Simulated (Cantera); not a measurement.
Feed: 1 mol MgSO4, 0.037 mol C, 0.046 mol H2, equilibrated at 700 °C and 7.50 Torr.

Cantera equilibrium calculation (NASA polynomials, part measured and part estimated; ideal gas, pure solids and liquids). Candidate condensed phases: C, C6H6, C7H8, C8H18, H2O, H2SO4, Mg, MgCO3, MgO, Mg(OH)2, MgS, MgSO4, S; 130 gas species. Equilibrium is a limit: real reactors are often held back by kinetics, nucleation or transport.

Base state: SO2 0.591, H2O 0.227, CO2 0.182, SO3 0.000202 (mole fractions); condensed: MgO(s) + MgSO4(s).

Q: What changes in the equilibrium state with this change: temperature from 700 °C to 1202 °C?

A: 
```json
[
 {"species": "SO2", "before": "0.591", "after": "0.656"},
 {"species": "O2", "before": "1.86e-6", "after": "0.288"},
 {"species": "H2O", "before": "0.227", "after": "0.0302"},
 {"species": "CO2", "before": "0.182", "after": "0.0243"},
 {"species": "O", "before": "<1e-9", "after": "1.54e-5"},
 {"species": "OH", "before": "1.74e-8", "after": "0.000118"},
 {"species": "SO3", "before": "0.000202", "after": "0.00150"},
 {"species": "MgO(s), mol", "before": "0.120", "after": "1.00"},
 {"species": "MgSO4(s), mol", "before": "0.880", "after": "0"}
]
```
